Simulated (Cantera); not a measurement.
## NO annealing gas

A perfectly stirred reactor is fed with NO : N₂ = 1 : 1.4 (molar parts), at 1.00 bar; it is held at 1800 K, and followed from long to short residence time.

Model: GRI-Mech 3.0 (53 species, 325 reactions), integrated in Cantera.

| τ (s) | x NO | x O | x NO₂ | x N₂O | x O₂ |
|---|---|---|---|---|---|
| 3.7 | 0.265 | 3.46e-5 | 0.000403 | 2.87e-5 | 0.0756 |
| 1.6 | 0.325 | 2.75e-5 | 0.000390 | 4.35e-5 | 0.0456 |
| 0.68 | 0.369 | 2.08e-5 | 0.000332 | 5.65e-5 | 0.0236 |
| 0.29 | 0.394 | 1.58e-5 | 0.000264 | 6.46e-5 | 0.0111 |
| 0.12 | 0.407 | 1.23e-5 | 0.000210 | 6.86e-5 | 0.00473 |
| 0.052 | 0.412 | 1.05e-5 | 0.000178 | 6.93e-5 | 0.00202 |
| 0.022 | 0.415 | 9.25e-6 | 0.000156 | 6.71e-5 | 0.000799 |
| 0.0095 | 0.416 | 8.19e-6 | 0.000136 | 6.14e-5 | 0.000293 |
| 0.0041 | 0.416 | 6.73e-6 | 0.000108 | 5.08e-5 | 8.71e-5 |
x: mole fraction; the columns are a selection and need not sum to one.
